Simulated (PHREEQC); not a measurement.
Silver or lead bath (model solution)

Make-up at 80 °C: 7.3e-05 mol/kgw PbCl2 and 0.015 mol/kgw KNO3. Closed to the air; pH follows from the charge balance.

The numbers come from PHREEQC with the ion-association model, phreeqc.dat.

Each row changes one thing in this solution. Precipitation was switched off in this run.

| case | pH | Pb+2 (mol/kgw) | PbNO3+ (mol/kgw) | PbOH+ (mol/kgw) | PbCl+ (mol/kgw) | Pb2OH+3 (mol/kgw) | SI of Pb(OH)2 (Pb(OH)2) |
|---|---|---|---|---|---|---|---|
| as made | 6.00 | 6.35e-5 | 8.05e-6 | 8.20e-7 | 6.66e-7 | 2.03e-9 | +1.01 |
| 0.0023 mol/kgw K2SO4 added | ___ | 5.00e-5 | 5.82e-6 | 8.11e-7 | 4.83e-7 | 1.72e-9 | +1.12 |
| KNO3 replaced by LiNO3 at the same molality | 6.00 | 6.35e-5 | 8.05e-6 | 8.20e-7 | 6.66e-7 | 2.03e-9 | +1.01 |
| temperature from 80 to 10 °C | 6.05 | 6.33e-5 | 8.61e-6 | 9.73e-7 | 1.53e-7 | 2.23e-9 | -0.99 |
| KNO3 from 0.015 to 0.075 mol/kgw | 6.09 | 5.18e-5 | 2.03e-5 | 5.77e-7 | 3.40e-7 | 1.84e-9 | ___ |
| KNO3 from 0.015 to 0.0135 mol/kgw | 6.00 | 6.40e-5 | 7.48e-6 | 8.32e-7 | 6.88e-7 | 2.02e-9 | +1.02 |
| PbCl2 from 7.3e-05 to 1.46e-05 mol/kgw | 6.19 | 1.27e-5 | 1.61e-6 | 2.56e-7 | 2.68e-8 | 1.26e-10 | +0.70 |

Q: Complete the blanks.

A: 
- 0.0023 mol/kgw K2SO4 added, pH: 6.13
- KNO3 from 0.015 to 0.075 mol/kgw, SI of Pb(OH)2 (Pb(OH)2): +0.90

Some of these states are supersaturated (in Pb(OH)2, for instance). Away from 25 °C the constants follow the database's enthalpies or fits; those with neither stay at their 25 °C values.
